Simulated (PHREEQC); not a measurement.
**Alkaline etch or developer**

Dissolve 0.017 mol/kgw TMAH, 0.0034 mol/kgw Na2SiO3, 0.0015 mol/kgw K3PO4 and 0.00036 mol/kgw H3PO4 at 20 °C. Closed to the air; pH follows from the charge balance.

Model: ion-association model, wateq4f.dat, run in PHREEQC.

Precipitation was switched off in this run.

Q: What pH does the model give?

A: pH 12.38.

Q: In which forms is P present?

A: PO4-3 69 %, HPO4-2 31 % of the P.

Species that the database lacks are ignored. (CH3)4N+ isn't in the database: it is added as a free cation with an ion size of 4 Å. H3PO4, which wateq4f.dat lacks, is added to it with the constant of phreeqc.dat.
